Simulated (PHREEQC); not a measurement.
**Brine (model solution)**

Consider water at 25 °C with 0.0019 mol/kgw KOH and 0.14 mol/kgw Na2SO4. Closed to the air; pH follows from the charge balance.

Computed with PHREEQC (ion-association model, wateq4f.dat).

Precipitation was switched off in this run.

Task: What pH, activity of water does the model give?

Result: pH 11.10; activity of water 0.993.

Task: In which forms is S present?

Result: SO4-2 77 %, NaSO4- 23 % of the S.

Complexes and solids missing from the database can't appear.
